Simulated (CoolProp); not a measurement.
Aqueous methanol as a coolant, at 15 °C, 1 atm.

The numbers come from the Melinder's fits for secondary coolants in CoolProp.

```
mass %  freezing point (°C)  conductivity (W/(m K))  density (kg/m³)  cp (kJ/(kg K))  viscosity (mPa s)
------  -------------------  ----------------------  ---------------  --------------  -----------------
3.3                    -1.9                   0.570            993.2           4.215               1.26
10.4                   -6.8                     ___              ___           4.206               1.53
17.5                  -12.8                   0.491            972.0           4.135                ___
24.6                    ___                   0.455              ___             ___               1.99
31.6                  -27.6                   0.421            951.3           3.940               2.12
38.7                  -36.9                   0.389            939.7           3.818               2.15
45.8                  -47.5                   0.360            927.0           3.670               2.10
52.9                  -59.6                   0.333            913.2           3.502               1.99
59.9                  -72.8                   0.309            898.3           3.344               1.84
```

Problem. Complete the blanks.

Solution. 
- 10.4, conductivity (W/(m K)): 0.529
- 10.4, density (kg/m³): 982.0
- 17.5, viscosity (mPa s): 1.79
- 24.6, freezing point (°C): -19.7
- 24.6, density (kg/m³): 961.9
- 24.6, cp (kJ/(kg K)): 4.043
